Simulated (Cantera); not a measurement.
An isothermal, constant-pressure homogeneous reactor starts with 1.25 % H2, 0.890 % O2, 97.9 % N2, at 950 K and 1.00 bar.

Cantera simulation using GRI-Mech 3.0 (53 species, 325 reactions); the numbers are that mechanism's predictions, not measurements.

x: mole fraction; the columns are a selection and need not sum to one.

```tsv
t (s)	x H2	x O2	x NO2	x H2O2	x O	x N2O	x NO
4.00e-5	0.0125	0.00890	<1e-12	<1e-12	<1e-12	<1e-12	<1e-12
0.000155	0.0125	0.00890	<1e-12	<1e-12	<1e-12	<1e-12	<1e-12
0.000599	0.0125	0.00890	<1e-12	<1e-12	1.12e-12	<1e-12	<1e-12
0.00232	0.0125	0.00890	<1e-12	1.23e-12	3.80e-12	<1e-12	<1e-12
0.00896	0.0125	0.00890	<1e-12	4.53e-11	1.16e-11	<1e-12	<1e-12
0.0346	0.0125	0.00890	<1e-12	3.45e-9	2.45e-10	<1e-12	<1e-12
0.134	0.000608	0.00299	2.71e-9	7.68e-7	1.93e-7	2.20e-8	1.87e-8
0.518	…	0.00284	…	…	…	…	…
2.00	9.39e-5	0.00273	1.18e-8	1.70e-7	2.27e-8	3.16e-8	9.68e-9
7.76	1.43e-5	0.00269	1.79e-8	1.28e-8	2.33e-9	3.57e-8	3.54e-9
30.0	1.71e-6	0.00269	2.02e-8	3.76e-10	1.14e-10	3.63e-8	1.28e-9
```

What belongs in the gaps?


- 0.518, x H2: 0.000317
- 0.518, x NO2: 5.97e-9
- 0.518, x H2O2: 5.78e-7
- 0.518, x O: 7.83e-8
- 0.518, x N2O: 2.60e-8
- 0.518, x NO: 1.55e-8
